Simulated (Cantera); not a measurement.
What does this Cantera script print?

```python
import numpy as np
import cantera as ct

gas = ct.Solution("SiF4_NH3_mec.yaml", "gas")
gas.TPX = 2350, 1300, {'NH3': 1, 'H2': 0.46}
reactor = ct.IdealGasConstPressureReactor(gas, energy="off", clone=False)
net = ct.ReactorNet([reactor])
net.rtol, net.atol = 1e-08, 1e-18
show = ['NH3', 'H2', 'N2H2', 'H', 'NH', 'NH2']
times = np.geomspace(3e-06, 4, 10)

steps = ct.SolutionArray(gas, extra=["t"])
rows = []
print(f"{'t/s':>10s}{'T/K':>9s}{'P/Pa':>11s}" + "".join(f"{s:>11s}" for s in show))
for t in times:
    while net.time < t:
        t_next = net.step()
        steps.append(gas.state, t=t_next)
    rows.append([np.interp(t, steps.t, y) for y in (steps.T, steps.P, *steps(*show).X.T)])
    print(f"{t:10.3e}{rows[-1][0]:9.1f}{rows[-1][1]:11.4g}" + "".join(f"{x:11.3e}" for x in rows[-1][2:]))
rate = np.gradient(steps.T, steps.t)
print("integrator steps:", len(steps.t))
if steps.T.max() > steps.T[0] + 200:
    print(f"time of steepest temperature rise: {steps.t[rate.argmax()]:.4e} s")
gas.TPX = 2350, 1300, {'NH3': 1, 'H2': 0.46}
gas.equilibrate("TP")
print(f"equilibrium (TP): T = {gas.T:.1f} K  " + "  ".join(f"{s} {gas[s].X[0]:.3e}" for s in show))
```

It prints:

```
       t/s      T/K       P/Pa        NH3         H2       N2H2          H         NH        NH2
 3.000e-06   2350.0       1300  6.849e-01  3.151e-01  2.600e-12  4.868e-06  1.082e-10  9.555e-06
 1.438e-05   2350.0       1300  6.849e-01  3.151e-01  3.615e-10  1.290e-05  7.660e-09  5.621e-05
 6.890e-05   2350.0       1300  6.845e-01  3.151e-01  2.416e-08  4.571e-05  4.213e-07  2.845e-04
 3.302e-04   2350.0       1300  6.830e-01  3.154e-01  1.170e-06  1.994e-04  1.352e-05  1.347e-03
 1.582e-03   2350.0       1300  6.728e-01  3.203e-01  2.391e-05  6.572e-04  1.259e-04  4.327e-03
 7.583e-03   2350.0       1300  6.119e-01  3.630e-01  2.545e-05  8.215e-04  1.441e-04  4.349e-03
 3.634e-02   2350.0       1300  4.021e-01  5.108e-01  1.420e-05  1.277e-03  1.336e-04  3.184e-03
 1.742e-01   2350.0       1300  8.274e-02  7.353e-01  2.101e-06  2.924e-03  8.121e-05  1.050e-03
 8.347e-01   2350.0       1300  3.064e-05  7.699e-01  1.548e-10  2.988e-02  3.048e-06  3.808e-06
 4.000e+00   2350.0       1300  6.212e-08  7.147e-01  4.230e-14  9.130e-02  6.699e-08  2.542e-08
integrator steps: 1953
equilibrium (TP): T = 2350.0 K  NH3 4.247e-08  H2 7.132e-01  N2H2 3.524e-14  H 9.299e-02  NH 4.771e-08  NH2 1.774e-08
```

Detailed kinetics in Cantera: the gas-phase N/H chemistry of the illustrative SiF4/NH3 mechanism in the Surface Chemkin manual (1991). Walls and surfaces, which speed up NH3 decomposition in real reactors, are not modelled.
